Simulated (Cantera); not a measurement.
Mixture: CH₄ : CO : O₂ : N₂ = 1 : 0.27 : 4.03 : 15.1 (molar parts), equivalence ratio 0.53, at 1600000 Pa, adiabatic and at constant volume. Ignition delay is the time to a rise of 400 K.

Detailed kinetics in Cantera: GRI-Mech 3.0 (53 species, 325 reactions). The pressure lies above the range GRI-Mech 3.0 was tuned for (to about 10 atm).

### Question
Predict: delay at 1223 K; delay at 1298 K; delay at 1373 K; delay at 1448 K; delay at 1523 K; delay at 1598 K; apparent activation energy between 1448 and 1598 K.

### Answer
delay at 1223 K: 1.91 ms
delay at 1298 K: 0.760 ms
delay at 1373 K: 0.332 ms
delay at 1448 K: 0.156 ms
delay at 1523 K: 77.9 µs
delay at 1598 K: 41.3 µs
apparent activation energy between 1448 and 1598 K: 170 kJ/mol
